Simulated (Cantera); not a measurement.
An adiabatic, constant-pressure homogeneous reactor starts with 22.2 % CO, 1.42 % H₂, 12.4 % O₂, 46.8 % N₂, 17.1 % H₂O, at 1298 K and 2.47 atm.

Computed with Cantera and GRI-Mech 3.0 (53 species, 325 reactions). The hydrogen kinetics of GRI-Mech 3.0 are dated; newer H2 mechanisms differ, most at raised pressure.

**Question.** Predict: time of steepest temperature rise; temperature at 1.00 s; equilibrium temperature; x(CO) at 1.00 s; x(H₂) at 1.00 s; x(O₂) at 1.00 s; x(NO₂) at 1.00 s; x(H₂O) at 1.00 s; x(O) at 1.00 s.

**Answer.** time of steepest temperature rise: 60.8 µs
temperature at 1.00 s: 2570 K
equilibrium temperature: 2570 K
x(CO) at 1.00 s: 0.0431 (gas-phase equilibrium 0.0431)
x(H₂) at 1.00 s: 0.00640 (gas-phase equilibrium 0.00640)
x(O₂) at 1.00 s: 0.0245 (gas-phase equilibrium 0.0245)
x(NO₂) at 1.00 s: 3.20e-6 (gas-phase equilibrium 3.20e-6)
x(H₂O) at 1.00 s: 0.191 (gas-phase equilibrium 0.191)
x(O) at 1.00 s: 0.00202 (gas-phase equilibrium 0.00202)
